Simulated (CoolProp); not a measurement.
Vapour-liquid equilibrium of benzene (1) + dimethyl carbonate (2) at 0.914 MPa; x and y are mole fractions of (1).

Computed with CoolProp (multi-fluid Helmholtz-energy mixture model, Thol 2012 and Zhou 2011; pair parameters Bell 2016).

| x | bubble temperature, mixture model (K) | bubble temperature, Raoult's law (K) | y, mixture model | y, Raoult's law |
|---|---|---|---|---|
| 0.05 | 451.2 | 451.9 | 0.063 | 0.055 |
| 0.15 | 449.7 | 451.3 | 0.180 | 0.163 |
| 0.25 | 448.4 | 450.8 | 0.287 | 0.270 |
| 0.35 | 447.4 | 450.3 | 0.385 | 0.374 |
| 0.45 | 446.6 | 449.7 | 0.478 | 0.476 |
| 0.55 | 446.0 | 449.1 | 0.568 | 0.576 |
| 0.65 | 445.7 | 448.6 | 0.658 | 0.674 |
| 0.75 | 445.6 | 448.0 | 0.749 | 0.769 |
| 0.85 | 445.8 | 447.5 | 0.844 | 0.863 |
| 0.95 | 446.3 | 446.9 | 0.946 | 0.955 |

The largest gap from Raoult's law is -3.1 K in bubble temperature, at x = 0.45. y crosses x between x = 0.65 and 0.75: the model has an azeotrope there.

Pair parameters are fitted to limited data, so mixtures are less certain than the pure fluids.
